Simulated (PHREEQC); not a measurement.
Make-up at 25 °C: 0.0083 mol/kgw CaCl2, 0.0032 mol/kgw SrBr2 and 9.6e-05 mol/kgw CO2. Closed to the air; pH follows from the charge balance.

All values are PHREEQC results (ion-association model, wateq4f.dat), not measurements.

This is a speciation only: nothing precipitates in the calculation.

**Question.** Predict the pH.

**Answer.** pH 5.18.

**Question.** In which forms is C present?

**Answer.** CO2 92 %, HCO3- 7.3 % of the C.

Species that the database lacks are ignored.
